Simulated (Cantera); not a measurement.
Input: 1 mol BN, 0.23 mol H₂, equilibrated at 1550 °C and 28000 Pa.

Method: chemical equilibrium by Gibbs-energy minimisation in Cantera with the NASA 1993 tables (ideal gas, pure condensed phases). Candidate condensed phases: B, BN; 15 gas species. The tables' values for BH₂ are old estimates; treat these amounts as uncertain. Equilibrium is a limit: real reactors are often held back by kinetics, nucleation or transport.

Base state: H₂ 0.999, H 0.000819, BH₂ 0.000100, N₂ 5.39e-5 (mole fractions); condensed: BN(s).

What changes in the equilibrium state with this change: temperature from 1550 °C to 2250 °C?


| species | before | after |
|---|---|---|
| H₂ | 0.999 | 0.665 |
| N₂ | 5.39e-5 | 0.289 |
| H | 0.000819 | 0.0428 |
| BH₂ | 0.000100 | 0.00277 |
| BN | <1e-9 | 4.05e-5 |
| B | 1.23e-8 | 0.000386 |
| BH | 3.04e-8 | 8.28e-5 |
| BH₃ | 7.49e-6 | 2.47e-5 |
| BN(s), mol | 1.000 | 0.807 |
| B(l), mol | 0 | 0.192 |
Mutual solubility and eutectic melting of coexisting phases are not modelled. Gases not in the tables: B₂H₆ and higher boranes.
